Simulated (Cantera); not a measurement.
NO annealing gas

A perfectly stirred reactor is fed with NO : N₂ = 2 : 2.4 (molar parts), at 4300 Pa; it is held at 1900 K, and followed from long to short residence time.

Cantera simulation using GRI-Mech 3.0 (53 species, 325 reactions); the numbers are that mechanism's predictions, not measurements. Radical loss at walls, strong at low pressure, is not modelled.

```json
[
 {"τ (s)": "2.2", "x NO": "0.420", "x N₂": "0.562", "x O": "0.000239", "x N₂O": "6.57e-5", "x O₂": "0.0169"},
 {"τ (s)": "0.54", "x NO": "0.447", "x N₂": "0.549", "x O": "0.000167", "x N₂O": "7.58e-5", "x O₂": "0.00382"},
 {"τ (s)": "0.13", "x NO": "0.453", "x N₂": "0.546", "x O": "0.000135", "x N₂O": "7.24e-5", "x O₂": "0.000791"},
 {"τ (s)": "0.032", "x NO": "0.454", "x N₂": "0.546", "x O": "9.51e-5", "x N₂O": "5.46e-5", "x O₂": "0.000120"},
 {"τ (s)": "0.0078", "x NO": "0.454", "x N₂": "0.545", "x O": "3.69e-5", "x N₂O": "2.63e-5", "x O₂": "7.46e-6"},
 {"τ (s)": "0.0019", "x NO": "0.455", "x N₂": "0.545", "x O": "9.00e-6", "x N₂O": "8.29e-6", "x O₂": "3.25e-7"},
 {"τ (s)": "0.00046", "x NO": "0.455", "x N₂": "0.545", "x O": "2.19e-6", "x N₂O": "2.16e-6", "x O₂": "1.80e-8"},
 {"τ (s)": "0.00011", "x NO": "0.455", "x N₂": "0.545", "x O": "5.27e-7", "x N₂O": "5.26e-7", "x O₂": "1.03e-9"}
]
```
x: mole fraction; the columns are a selection and need not sum to one.
